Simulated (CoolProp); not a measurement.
R114 along the isobar 0.707 MPa: Z from the reference equation and from simpler models built on Tc = 420.6 K, pc = 3.352 MPa, ω = 0.252; each cubic takes its own stable root.

Model: reference Helmholtz-energy equation of state, Platzer 1990, in CoolProp. This equation is an older, rougher fit; its heat capacities, sound speeds and derivatives of the liquid may be far off and weren't checked against measurements.

```json
[
 {"T (K)": "339.9", "phase": "liquid", "reference": "0.03254"},
 {"T (K)": "359.9", "phase": "gas", "reference": "0.8658"},
 {"T (K)": "379.9", "phase": "gas", "reference": "0.8907"},
 {"T (K)": "399.9", "phase": "gas", "reference": "0.9094"},
 {"T (K)": "419.9", "phase": "gas", "reference": "0.9240"},
 {"T (K)": "440", "phase": "gas", "reference": "0.9358"},
 {"T (K)": "460", "phase": "gas", "reference": "0.9454"},
 {"T (K)": "480", "phase": "gas", "reference": "0.9534"},
 {"T (K)": "500", "phase": "gas", "reference": "0.9601"}
]
```

### Question
How far does each simpler model (Redlich-Kwong, Soave-Redlich-Kwong) lie from the reference over these 9 states: mean and median of the absolute difference, and the worst?

### Answer
- Redlich-Kwong: mean 280.0 %, median 0.3 %, worst +2517.1 % at 339.9 K and 0.707 MPa
- Soave-Redlich-Kwong: mean 0.8 %, median 0.1 %, worst +6.3 % at 339.9 K and 0.707 MPa

At some of these states Redlich-Kwong gives the other phase, because its saturation line lies elsewhere.
